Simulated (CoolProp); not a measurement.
Computed with CoolProp (reference Helmholtz-energy equation of state, Marx 1992).

Problem. Give the vapour pressure (kPa), liquid density (kg/m³), vapour density (kg/m³), liquid cp (kJ/(kg K)) of saturated R113 at 367.5, 386.7, 393.1 K.

Solution. 
| T (K) | p (kPa) | liquid density (kg/m³) | vapour density (kg/m³) | liquid cp (kJ/(kg K)) |
|---|---|---|---|---|
| 367.5 | 381 | 1380 | 26.2 | 0.997 |
| 386.7 | 593 | 1330 | 40.4 | 1.03 |
| 393.1 | 680 | 1310 | 46.4 | 1.04 |
